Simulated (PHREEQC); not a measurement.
Solution (92 °C): 0.011 mol HCl, 0.057 mol LiCl and 0.0018 mol MnSO4 per kg of water. Closed to the air; pH follows from the charge balance.

Model: ion-association model, phreeqc.dat, run in PHREEQC.

No solid was allowed to form.

**Question.** Predict the pH, density, specific conductance.

**Answer.** pH 2.09; density 0.966 g/cm³; specific conductance 26700 µS/cm.

**Question.** In which forms is S present?

**Answer.** HSO4- 64 %, SO4-2 30 %, MnSO4 3.3 %, LiSO4- 2.7 % of the S.

Away from 25 °C the constants follow the database's enthalpies or fits; those with neither stay at their 25 °C values.
